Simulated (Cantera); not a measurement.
A jet of H₂ : O₂ : N₂ = 0.033 : 0.058 : 0.79 (molar parts), equivalence ratio 0.28 at 300 K and 0.266 atm hits a platinum plate 9.5 cm away at a mass flux of 0.087 kg/m²/s; the plate temperature is set and raised in steps from an oxygen-covered start.

Model: Deutschmann's 1995 Pt surface mechanism with GRI-Mech 3.0 gas chemistry, integrated in Cantera. Catalytic surfaces can have several steady states; this one follows from the mechanism file's or the stated starting coverage.

x: mole fraction at the wall; θ: surface coverage.

```json
[
 {"plate T (K)": "700", "wall x H₂": "0.000973", "wall x O₂": "0.0262", "wall x H₂O": "0.0711", "wall x OH": "<1e-8", "θ free Pt": "0.0716", "θ O*": "0.921", "θ OH*": "0.00697"},
 {"plate T (K)": "750", "wall x H₂": "0.000855", "wall x O₂": "0.0261", "wall x H₂O": "0.0710", "wall x OH": "<1e-8", "θ free Pt": "0.0848", "θ O*": "0.910", "θ OH*": "0.00547"},
 {"plate T (K)": "800", "wall x H₂": "?", "wall x O₂": "0.0259", "wall x H₂O": "0.0710", "wall x OH": "<1e-8", "θ free Pt": "?", "θ O*": "0.880", "θ OH*": "?"},
 {"plate T (K)": "850", "wall x H₂": "0.000480", "wall x O₂": "0.0258", "wall x H₂O": "0.0711", "wall x OH": "1.02e-8", "θ free Pt": "0.162", "θ O*": "0.834", "θ OH*": "0.00424"},
 {"plate T (K)": "900", "wall x H₂": "?", "wall x O₂": "0.0257", "wall x H₂O": "0.0710", "wall x OH": "?", "θ free Pt": "?", "θ O*": "0.776", "θ OH*": "?"},
 {"plate T (K)": "950", "wall x H₂": "0.000294", "wall x O₂": "0.0257", "wall x H₂O": "0.0709", "wall x OH": "8.52e-8", "θ free Pt": "0.285", "θ O*": "0.711", "θ OH*": "0.00338"},
 {"plate T (K)": "1000", "wall x H₂": "0.000246", "wall x O₂": "0.0261", "wall x H₂O": "0.0703", "wall x OH": "2.12e-7", "θ free Pt": "0.351", "θ O*": "0.646", "θ OH*": "0.00296"}
]
```

**Question.** Fill in the missing entries.

**Answer.** 
- 800, wall x H₂: 0.000652
- 800, θ free Pt: 0.115
- 800, θ OH*: 0.00472
- 900, wall x H₂: 0.000368
- 900, wall x OH: 3.11e-8
- 900, θ free Pt: 0.221
- 900, θ OH*: 0.00380
